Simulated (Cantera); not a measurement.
**Adiabatic ignition**

An adiabatic, constant-pressure homogeneous reactor starts with C3H8 : O2 : N2 = 1 : 15.6 : 58.8 (molar parts), at 1425 K and 8.50 bar.

Computed with Cantera and GRI-Mech 3.0 (53 species, 325 reactions). GRI-Mech 3.0 was tuned for natural gas; its chemistry of propane as a main component is partial and can be far from experiment.

```tsv
t (s)	T (K)	x C3H8	x O2	x CH4	x H2	x H2O2	x HO2
2.00e-6	1425	0.0132	0.207	1.15e-6	6.22e-6	4.00e-7	2.13e-5
1.07e-5	1424	0.0125	0.206	4.37e-5	0.000104	3.39e-6	4.27e-5
5.69e-5	1941	<1e-12	0.144	1.69e-10	0.000640	7.89e-7	4.41e-5
0.000304	2134	<1e-12	0.138	<1e-12	3.58e-5	1.58e-7	4.22e-6
0.00162	2134	<1e-12	0.138	<1e-12	3.57e-5	1.58e-7	4.22e-6
0.00864	2134	<1e-12	0.138	<1e-12	3.56e-5	1.57e-7	4.21e-6
0.0461	2130	<1e-12	0.137	<1e-12	3.50e-5	1.55e-7	4.14e-6
0.246	2120	<1e-12	0.135	<1e-12	3.30e-5	1.50e-7	3.95e-6
1.31	2116	<1e-12	0.134	<1e-12	3.21e-5	1.47e-7	3.86e-6
7.00	2116	<1e-12	0.134	<1e-12	3.21e-5	1.47e-7	3.86e-6
```
x: mole fraction; the columns are a selection and need not sum to one.

```json
{
 "time_of_steepest_temperature_rise": "51.2 µs",
 "temperature at 7.00 s": "2116 K",
 "equilibrium_temperature": "2116 K",
 "x(C3H8) at 7.00 s": "<1e-12 (gas-phase equilibrium <1e-12)",
 "x(O2) at 7.00 s": "0.134 (gas-phase equilibrium 0.134)",
 "x(CH4) at 7.00 s": "<1e-12 (gas-phase equilibrium <1e-12)"
}
```
